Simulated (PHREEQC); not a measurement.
# Acid mine or pickling water

Model water analysis in mg/kgw, 25 °C, pH 3.4, pe 11.2:

```csv
constituent,mg/kgw
Na,11.5
K,54
Ca,283
Mg,68.4
Cl,111
S(6) as SO4,1040
Si as SiO2,0.952
Pb,120
Mn(2),20.2
```

Valence states are taken as typed.

The numbers come from PHREEQC with the ion-association model, phreeqc.dat.

```json
{
  "ionic_strength": "0.0330 mol/kgw",
  "specific_conductance": "2120 µS/cm",
  "total_alkalinity": "-0.639 meq/kg",
  "charge_balance_error": "-1.7 %"
}
```

```tsv
species	molality	activity	log γ
SO4-2	0.00743	0.00384	-0.287
Ca+2	0.00520	0.00273	-0.280
Cl-	0.00311	0.00262	-0.076
Mg+2	0.00191	0.00102	-0.272
CaSO4	0.00185	0.00186	0.003
K+	0.00135	0.00113	-0.076
MgSO4	0.000909	0.000916	0.003
Na+	0.000491	0.000416	-0.072
H+	0.000457	0.000398	-0.060
PbSO4	0.000287	0.000290	0.003
```

This is a speciation only: nothing precipitates in the calculation. Examples of supersaturated solids here: Anglesite. Others may be too.
